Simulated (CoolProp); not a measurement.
Vapour-liquid equilibrium of hydrogen sulfide (1) + toluene (2) at 53.65 °C; x and y are mole fractions of (1).

Values from CoolProp's multi-fluid Helmholtz-energy mixture model, Lemmon 2006 and Lemmon 2006; pair parameters Bell 2016.

```
x     bubble pressure (kPa)  y at the bubble point  dew pressure at overall composition x (kPa)  liquid density (mol/L)
----  ---------------------  ---------------------  -------------------------------------------  ----------------------
0.05                  188.7                  0.924                                        15.09                   9.384
0.15                  490.8                  0.971                                        16.87                   10.08
0.25                  770.5                  0.982                                        19.13                   10.86
0.35                   1058                  0.987                                        22.08                   11.75
0.45                   1373                  0.991                                        26.10                   12.75
0.55                   1726                  0.993                                        31.90                   13.89
0.65                   2122                  0.995                                        41.03                   15.18
0.75                   2562                  0.997                                        57.47                   16.64
0.85                   3041                  0.998                                        95.87                   18.23
0.95                   3553                  0.999                                        288.1                   19.79
```

No azeotrope shows between x = 0.05 and 0.95.

Pair parameters are fitted to limited data, so mixtures are less certain than the pure fluids.
